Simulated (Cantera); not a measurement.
Input: 1 mol PbO, 0.05 mol O2, 0.54 mol N2, equilibrated at 1200 °C and 33.0 Torr.

Equilibrium computed with Cantera from the NASA thermochemical tables; the gas is ideal and each condensed phase is pure. Gases not in the tables: (PbO)n polymers. Equilibrium is a limit: real reactors are often held back by kinetics, nucleation or transport.

```tsv
species	before	after
N2	0.772	0.812
PbO	0.141	0.141
O2	0.0762	0.0303
Pb	0.0100	0.0159
NO	0.000638	0.000413
PbO(l), mol	0.894	0.896
```
Gas species are given as mole fractions.

**Question.** Which change was made?
A. temperature from 1200 °C to 1150 °C
B. O2 from 0.05 to 0.015 mol
C. temperature from 1200 °C to 1100 °C
D. pressure from 33.0 Torr to 1.00 Torr

**Answer.** B, O2 from 0.05 to 0.015 mol
